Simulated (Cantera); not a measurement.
An isothermal, constant-pressure homogeneous reactor starts with NO : N2 = 1 : 17 (molar parts), at 2075 K and 0.133 bar. Integrator tolerance rtol = 1e-08.

Detailed kinetics in Cantera: GRI-Mech 3.0 (53 species, 325 reactions).

**Question.** What does this change do: temperature 2075 to 1700 K?

**Answer.** 
```json
[
 {"quantity": "x(NO) at 200 s", "before": "0.00364 (gas-phase equilibrium 0.00364)", "after": "0.0394 (gas-phase equilibrium 0.00116)"},
 {"quantity": "x(O) at 200 s", "before": "0.000515 (gas-phase equilibrium 0.000515)", "after": "1.14e-5 (gas-phase equilibrium 2.03e-5)"},
 {"quantity": "x(O2) at 200 s", "before": "0.0257 (gas-phase equilibrium 0.0257)", "after": "0.00805 (gas-phase equilibrium 0.0272)"},
 {"quantity": "x(NO2) at 200 s", "before": "7.09e-7 (gas-phase equilibrium 7.09e-7)", "after": "8.94e-6 (gas-phase equilibrium 4.78e-7)"},
 {"quantity": "x(N2O) at 200 s", "before": "8.25e-8 (gas-phase equilibrium 8.25e-8)", "after": "5.92e-7 (gas-phase equilibrium 2.76e-8)"}
]
```

**Question.** What does this change do: temperature 2075 to 1825 K?

**Answer.** 
```csv
quantity,before,after
x(NO) at 200 s,0.00364 (gas-phase equilibrium 0.00364),0.00899 (gas-phase equilibrium 0.00180)
x(O) at 200 s,0.000515 (gas-phase equilibrium 0.000515),6.48e-5 (gas-phase equilibrium 6.94e-5)
x(O2) at 200 s,0.0257 (gas-phase equilibrium 0.0257),0.0232 (gas-phase equilibrium 0.0268)
x(NO2) at 200 s,7.09e-7 (gas-phase equilibrium 7.09e-7),2.60e-6 (gas-phase equilibrium 5.59e-7)
x(N2O) at 200 s,8.25e-8 (gas-phase equilibrium 8.25e-8),6.93e-8 (gas-phase equilibrium 4.18e-8)
```
